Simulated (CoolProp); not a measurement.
Properties of R404A along the isotherm 117.85 °C.

Values from CoolProp's reference Helmholtz-energy equation of state, Lemmon 2003. It is a pseudo-pure fit of the blend.

```
p (bar)          phase  cp (kJ/(kg K))  cv (kJ/(kg K))  conductivity (mW/(m K))
-------  -------------  --------------  --------------  -----------------------
0.591              gas           1.024          0.9369                     20.2
0.919              gas           1.025          0.9374                     20.2
1.43               gas           1.027          0.9382                     20.3
2.23               gas           1.031          0.9395                     20.4
3.47               gas           1.037          0.9415                     20.5
5.4                gas           1.046          0.9447                     20.7
8.42               gas           1.062          0.9498                     21.0
13.1               gas           1.090          0.9578                     21.6
20.4               gas           1.142          0.9708                     22.6
31.8               gas           1.256          0.9929                     24.4
49.5     supercritical           1.590           1.031                     28.8
77       supercritical           2.205           1.061                     40.6
120      supercritical           1.730           1.038                     52.7
187      supercritical           1.518           1.031                     60.9
```

The peak of cp marks the crossing from liquid-like to gas-like fluid above the critical point.

Thermal conductivity comes from a separate model (Geller 2001).
